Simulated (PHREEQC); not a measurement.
FeCl3 is added in steps, without added water, to 1 kg of water holding 0.00096 mol/kgw NiSO4, 0.00034 mol/kgw CaCl2 and 0.0068 mol/kgw Na2SO4, at 66 °C. O2 is buffered at 0.21 atm. The system is closed to CO2. Solids allowed: Gypsum, Portlandite, Fe(OH)3(a), Ni(OH)2, Ni4(OH)6SO4, Jarosite-Na, Halite, Mirabilite, Morenosite. Others were left out.

Base run: PHREEQC, ion-association model, wateq4f.dat. Each further column changes one thing. The table gives Fe in solution (mol/kgw).

```
FeCl3 added (mol)      base  metal-ligand complexes left out  Davies equation for every ion  Debye-Hückel limiting law  all activity coefficients set to 1
-----------------  --------  -------------------------------  -----------------------------  -------------------------  ----------------------------------
0                         0                                0                              0                          0                                   0
0.0005667           4.69e-5                          3.70e-5                        4.76e-5                 (withheld)                             2.54e-5
0.001133            9.34e-5                       (withheld)                        9.42e-5                   0.000108                             5.54e-5
0.0017             0.000164                          8.67e-5                       0.000165                   0.000186                            0.000107
0.001983           0.000210                         0.000104                       0.000210                   0.000235                            0.000141
0.00255            0.000321                       (withheld)                       0.000320                   0.000355                            0.000230
0.003117           0.000460                         0.000203                       0.000459                 (withheld)                            0.000347
0.003683           0.000628                         0.000275                       0.000625                   0.000681                            0.000490
0.00425            0.000824                         0.000364                       0.000819                   0.000889                            0.000659
0.004817            0.00105                         0.000475                        0.00104                 (withheld)                            0.000853
0.0051              0.00117                         0.000540                        0.00116                    0.00126                            0.000959
0.005667            0.00144                         0.000687                        0.00143                    0.00154                             0.00119
0.006233            0.00173                         0.000862                        0.00172                    0.00186                             0.00144
0.0068              0.00205                          0.00106                        0.00204                    0.00221                             0.00171
```

Question: Complete the blanks.

Answer: 
- 0.0005667, Debye-Hückel limiting law: 5.56e-5
- 0.001133, metal-ligand complexes left out: 5.83e-5
- 0.00255, metal-ligand complexes left out: 0.000147
- 0.003117, Debye-Hückel limiting law: 0.000503
- 0.004817, Debye-Hückel limiting law: 0.00113

At this temperature some constants are extrapolated from 25 °C, and those without enthalpy data are left unchanged.
